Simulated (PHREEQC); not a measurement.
A PHREEQC speciation (ion-association model, wateq4f.dat) at 50 °C gives pH 5.58 and these molalities:

```tsv
species	mol/kgw
Cd+2	0.0814
CdSO4	0.0761
SO4-2	0.0489
Cd(SO4)2-2	0.0325
```

Problem. What are the element totals, and what could have been dissolved in 1 kg of water to give them?

Solution. One answer among several that fit: totals Cd 0.190, S(6) 0.190 mol/kgw, from 0.19 mol CdSO4 per kg of water.

Precipitation was switched off in this run. Complexes and solids missing from the database can't appear. At this temperature some constants are extrapolated from 25 °C, and those without enthalpy data are left unchanged.
